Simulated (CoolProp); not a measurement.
Saturation properties of isobutane.

The numbers come from the reference Helmholtz-energy equation of state, Bücker 2006 in CoolProp.

```json
[
 {"T (K)": "223.9", "p (MPa)": "0.01752", "enthalpy of vaporisation (kJ/kg)": "___", "vapour Z": "0.9884"},
 {"T (K)": "238.6", "p (MPa)": "0.03761", "enthalpy of vaporisation (kJ/kg)": "___", "vapour Z": "0.9797"},
 {"T (K)": "253.4", "p (MPa)": "0.07324", "enthalpy of vaporisation (kJ/kg)": "372.1", "vapour Z": "0.9672"},
 {"T (K)": "268.1", "p (MPa)": "0.1307", "enthalpy of vaporisation (kJ/kg)": "___", "vapour Z": "0.9504"},
 {"T (K)": "282.9", "p (MPa)": "___", "enthalpy of vaporisation (kJ/kg)": "344.9", "vapour Z": "___"},
 {"T (K)": "297.7", "p (MPa)": "0.3461", "enthalpy of vaporisation (kJ/kg)": "329.4", "vapour Z": "0.9018"},
 {"T (K)": "312.4", "p (MPa)": "0.5208", "enthalpy of vaporisation (kJ/kg)": "312.4", "vapour Z": "0.8695"},
 {"T (K)": "327.2", "p (MPa)": "0.7556", "enthalpy of vaporisation (kJ/kg)": "293.3", "vapour Z": "0.8308"},
 {"T (K)": "341.9", "p (MPa)": "1.058", "enthalpy of vaporisation (kJ/kg)": "271.6", "vapour Z": "___"},
 {"T (K)": "356.7", "p (MPa)": "1.445", "enthalpy of vaporisation (kJ/kg)": "246.0", "vapour Z": "0.7306"},
 {"T (K)": "371.4", "p (MPa)": "1.923", "enthalpy of vaporisation (kJ/kg)": "215.2", "vapour Z": "0.6651"},
 {"T (K)": "386.2", "p (MPa)": "2.515", "enthalpy of vaporisation (kJ/kg)": "175.0", "vapour Z": "0.5818"},
 {"T (K)": "400.9", "p (MPa)": "3.234", "enthalpy of vaporisation (kJ/kg)": "___", "vapour Z": "0.4603"}
]
```

**Question.** What belongs in the gaps?

**Answer.** 
- 223.9, enthalpy of vaporisation (kJ/kg): 396.1
- 238.6, enthalpy of vaporisation (kJ/kg): 384.4
- 268.1, enthalpy of vaporisation (kJ/kg): 359.0
- 282.9, p (MPa): 0.2188
- 282.9, vapour Z: 0.9288
- 341.9, vapour Z: 0.7852
- 400.9, enthalpy of vaporisation (kJ/kg): 112.5

It boils at 261.4 K under 1 atm.
